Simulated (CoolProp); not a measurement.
Properties of CH2F2 (R32) at several states (Tc = 78.1 °C, pc = 5783 kPa, ω = 0.277).

Model: reference Helmholtz-energy equation of state, Tillner-Roth 1997, in CoolProp.

```tsv
T (°C)	p (kPa)	phase	cp (kJ/(kg K))	viscosity (µPa s)
-64.05	17500	liquid	…	412
34.65	22400	liquid	1.671	…
5.95	4430	liquid	1.733	149
48.15	17400	liquid	1.770	113
113.15	73.7	gas	…	17.2
-67.65	25.6	gas	0.7595	9.13
```

### Question
Fill in the missing entries.

### Answer

- -64.05, cp (kJ/(kg K)): 1.536
- 34.65, viscosity (µPa s): 138
- 113.15, cp (kJ/(kg K)): 0.9697

Viscosity comes from a separate model (Bell 2016), an estimate that may be off by 10 % or more.
